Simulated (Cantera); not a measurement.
Mixture: C₃H₈ : O₂ : N₂ : H₂O = 1 : 3.12 : 11.8 : 4 (molar parts), at 10.0 bar, adiabatic and at constant pressure. Ignition delay is the time to a rise of 400 K.

Cantera simulation using GRI-Mech 3.0 (53 species, 325 reactions); the numbers are that mechanism's predictions, not measurements. GRI-Mech 3.0 was tuned for natural gas; its chemistry of propane as a main component is partial and can be far from experiment.

Problem. What does this change do: 0.94 parts H2 added?

Solution. 
```csv
quantity,before,after
delay at 1275 K,0.524 ms,0.219 ms
delay at 1375 K,0.118 ms,72.6 µs
delay at 1475 K,34.4 µs,25.8 µs
delay at 1575 K,12.8 µs,10.6 µs
delay at 1675 K,5.84 µs,5.16 µs
delay at 1775 K,3.17 µs,2.90 µs
delay at 1875 K,1.96 µs,1.82 µs
apparent activation energy between 1675 and 1875 K,140 kJ/mol,140 kJ/mol
```
